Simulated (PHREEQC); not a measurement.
Synthetic water in mmol/kgw, 20 °C, pH 8.31, pe 13:

```
constituent           mmol/kgw
--------------------  --------
Na                      0.0314
K                        0.398
Ca                       0.133
Mg                       0.304
Cl                       0.692
S(6)                    0.0794
Alkalinity (meq/kgw)     0.236
Zn                    0.000136
```

Valence states are taken as typed.

Model: ion-association model, phreeqc.dat, run in PHREEQC.

No solid was allowed to form.

Task: What specific conductance, charge-balance error does the model give?

Result: specific conductance 130 µS/cm; charge-balance error 9.2 %.

Task: In which forms is S present?

Result: SO4-2 94 %, MgSO4 4.1 %, CaSO4 1.5 % of the S.

The database's zinc carbonate complexes are estimates, stronger than later reviews accept.
